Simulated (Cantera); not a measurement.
A closed system holds: 1 mol TiO2, 0.46 mol C, 0.013 mol CO, equilibrated at 1075 K and 67.0 Pa.

Method: chemical equilibrium by Gibbs-energy minimisation in Cantera with the NASA 1993 tables (ideal gas, pure condensed phases). Candidate condensed phases: C, Ti, TiC, TiO, TiO2, Ti2O3, Ti3O5, Ti4O7; 15 gas species. Condensed phases not in the tables: Magnéli phases beyond Ti4O7. Equilibrium is a limit: real reactors are often held back by kinetics, nucleation or transport.

Task: What is the equilibrium state?

Result: 
```json
{
 "x(CO)": "1.000",
 "x(CO2)": "9.10e-5",
 "n(C(graphite))": "0.210 mol",
 "n(Ti4O7(s))": "0.250 mol",
 "gas_amount": "0.2630 mol",
 "log10 activity of Ti3O5(s) (absent)": "-0.12",
 "log10 activity of Ti2O3(s) (absent)": "-0.41",
 "log10 activity of Ti(α) (absent)": "-10.06"
}
```
